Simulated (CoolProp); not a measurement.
Properties of nitrous oxide along the isotherm 332.7 K (Tc = 309.5 K, pc = 7245 kPa, ω = 0.161).

Computed with CoolProp (reference Helmholtz-energy equation of state, Lemmon 2006). It is a short technical equation, of lower accuracy than the large ones.

```
p (kPa)          phase  density (kg/m³)  cp (kJ/(kg K))  cv (kJ/(kg K))  isothermal compressibility (1/MPa)  expansivity (1/kK)
-------  -------------  ---------------  --------------  --------------  ----------------------------------  ------------------
34.4               gas           0.5480          0.9121          0.7221                               29.11               3.018
53.5               gas           0.8530          0.9130          0.7224                               18.73               3.026
83.3               gas            1.330          0.9143          0.7227                               12.04               3.037
130                gas            2.079          0.9164          0.7233                               7.731               3.054
202                gas            3.239          0.9197          0.7242                               4.989               3.082
315                gas            5.073          0.9250          0.7256                               3.213               3.125
490                gas            7.945          0.9333          0.7278                               2.080               3.195
763                gas            12.51          0.9470          0.7314                               1.351               3.309
1190               gas            19.85          0.9699          0.7372                              0.8822               3.500
1850               gas            31.75           1.010          0.7467                              0.5850               3.832
2880               gas            51.87           1.086          0.7633                              0.3965               4.464
4480               gas            87.99           1.254          0.7940                              0.2830               5.866
6980               gas            164.6           1.805          0.8612                              0.2341               10.45
10900    supercritical            441.8           5.159          0.9995                              0.2190               34.78
```
